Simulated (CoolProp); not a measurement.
R236FA at several states: fugacity coefficient from the reference equation and from simpler models built on Tc = 398.1 K, pc = 3.191 MPa, ω = 0.377; each cubic takes its own stable root.

Model: reference Helmholtz-energy equation of state, Pan 2012, in CoolProp.

```csv
T (K),p (MPa),phase,reference,van der Waals,Redlich-Kwong,Soave-Redlich-Kwong,Peng-Robinson
349.3,2.3,liquid,0.4180,0.6344,0.5177,0.4325,0.4191
381.8,1.4,gas,0.8255,0.8567,0.8352,0.8305,0.8164
302.1,0.0772,gas,0.9771,0.9863,0.9822,0.9797,0.9785
338.2,0.0115,gas,0.9977,0.9984,0.9981,0.9979,0.9977
237.2,2.61,liquid,0.008005,0.1142,0.02623,0.008032,0.008165
```
